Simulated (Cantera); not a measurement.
An isothermal, constant-pressure homogeneous reactor starts with CH₄ : N₂ = 1 : 74 (molar parts), at 1648 K and 1.00 bar. Integrator tolerance rtol = 1e-08.

Computed with Cantera and GRI-Mech 3.0 (53 species, 325 reactions). GRI-Mech 3.0 stops at C3 and has no aromatics, soot or wall deposition, so with more carbon than oxygen in the feed, carbon stays in small species such as C2H2 where larger ones or solid carbon would form.

**Question.** What does this change do: N2 74 to 9.3 parts?

**Answer.** 
| quantity | before | after |
|---|---|---|
| x(CH₄) at 3.00 s | 0.000167 (gas-phase equilibrium 1.22e-5) | 0.00198 (gas-phase equilibrium 0.00112) |
| x(H) at 3.00 s | 1.24e-5 (gas-phase equilibrium 1.26e-5) | 3.23e-5 (gas-phase equilibrium 3.25e-5) |
| x(C₂H₂) at 3.00 s | 0.00648 (gas-phase equilibrium 0.000493) | 0.0430 (gas-phase equilibrium 0.0141) |
| x(CH₂) at 3.00 s | 1.36e-9 (gas-phase equilibrium 9.91e-11) | 2.44e-9 (gas-phase equilibrium 1.37e-9) |
| x(CH₃) at 3.00 s | 2.17e-6 (gas-phase equilibrium 1.58e-7) | 9.98e-6 (gas-phase equilibrium 5.63e-6) |

**Question.** What does this change do: temperature 1648 to 1450 K?

**Answer.** 
| quantity | before | after |
|---|---|---|
| x(CH₄) at 3.00 s | 0.000167 (gas-phase equilibrium 1.22e-5) | 0.00635 (gas-phase equilibrium 0.000103) |
| x(H) at 3.00 s | 1.24e-5 (gas-phase equilibrium 1.26e-5) | 7.20e-7 (gas-phase equilibrium 1.33e-6) |
| x(C₂H₂) at 3.00 s | 0.00648 (gas-phase equilibrium 0.000493) | 0.00339 (gas-phase equilibrium 0.000640) |
| x(CH₂) at 3.00 s | 1.36e-9 (gas-phase equilibrium 9.91e-11) | 4.70e-10 (gas-phase equilibrium 7.41e-12) |
| x(CH₃) at 3.00 s | 2.17e-6 (gas-phase equilibrium 1.58e-7) | 8.86e-6 (gas-phase equilibrium 1.40e-7) |
